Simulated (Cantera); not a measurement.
Input (Python, Cantera) and output of one run.

```python
import numpy as np
import cantera as ct

gas_names = """
    H O2
""".split()
cond_names = """
    CsOH(a) CsOH(b) CsOH(c) CsOH(L) Cs(cr) Cs(L)
""".split()


# ... load() reads the species with a 1 bar reference pressure and builds the phases ...
species = {s.name: s for s in load("nasa_gas.yaml", gas_names) + load("nasa_condensed.yaml", cond_names)}
# Each term lists the table entries of one substance; the one whose range holds T is used.
reactions = {
    '2 CsOH = 2 H(g) + O2(g) + 2 Cs':
        [(-2, ['CsOH(a)', 'CsOH(b)', 'CsOH(c)', 'CsOH(L)']), (2, ['H']), (1, ['O2']), (2, ['Cs(cr)', 'Cs(L)'])],
}


def pick(names, T):
    return next(species[n] for n in names if species[n].thermo.min_temp <= T <= species[n].thermo.max_temp)


results = []
for label, terms in reactions.items():
    print(label)
    print("     T/K   dH/kJ  dS/(J/K)   dG/kJ   log10 K")
    for T in [750, 800, 850, 900, 950, 1000, 1050, 1100, 1150, 1200]:
        used = [(nu, pick(names, T)) for nu, names in terms]
        dH = sum(nu * s.thermo.h(T) for nu, s in used) / 1e6
        dS = sum(nu * s.thermo.s(T) for nu, s in used) / 1e3
        dG = dH - T * dS / 1e3
        logK = -dG * 1e6 / (ct.gas_constant * T * np.log(10))
        results.append((label, T, dH, dS, dG, logK, [s.name for _, s in used]))
        print(f"{T:8g} {dH:8.1f} {dS:8.1f} {dG:8.1f} {logK:8.2f}")
```

It prints:

```
2 CsOH = 2 H(g) + O2(g) + 2 Cs
     T/K   dH/kJ  dS/(J/K)   dG/kJ   log10 K
     750   1239.2    355.8    972.4   -67.72
     800   1237.7    353.8    954.6   -62.33
     850   1236.2    352.0    937.0   -57.58
     900   1234.8    350.4    919.4   -53.36
     950   1233.4    348.9    901.9   -49.59
    1000   1232.0    347.5    884.5   -46.20
    1050   1230.7    346.2    867.2   -43.14
    1100   1229.4    345.0    849.9   -40.36
    1150   1228.3    344.0    832.7   -37.82
    1200   1227.2    343.1    815.5   -35.50
```

Source: NASA polynomial tables (part measured, part estimated), evaluated in Cantera. Condensed species are held in their standard states even where they would react or evaporate.
